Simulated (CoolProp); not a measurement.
A simple Rankine cycle with n-perfluorohexane: condensing at 316.15 K, boiler at 0.462 MPa, turbine inlet 398.9 K, turbine efficiency 0.65, pump efficiency 0.8, no recuperator. Each further row changes one setting.

Values from CoolProp's reference Helmholtz-energy equation of state, Gao 2022.

```tsv
case	thermal efficiency (%)	net work (kJ/kg)	heat in (kJ/kg)	turbine exit temperature (K)	volume ratio over the turbine
as stated	7.1	11.3	158	[?]	8.43
turbine inlet 418.9 K	[?]	12.1	[?]	401.7	[?]
condensing temperature 308.15 K	7.9	13.1	167	[?]	11.5
boiler pressure 0.323 MPa	6.0	9.59	160	[?]	5.60
turbine efficiency 0.55	6.0	[?]	158	383.3	8.47
```

### Question
What belongs in the gaps?

### Answer

- as stated, turbine exit temperature (K): 381.4
- turbine inlet 418.9 K, thermal efficiency (%): 6.8
- turbine inlet 418.9 K, heat in (kJ/kg): 178
- turbine inlet 418.9 K, volume ratio over the turbine: 8.19
- condensing temperature 308.15 K, turbine exit temperature (K): 379.2
- boiler pressure 0.323 MPa, turbine exit temperature (K): 385.3
- turbine efficiency 0.55, net work (kJ/kg): 9.50
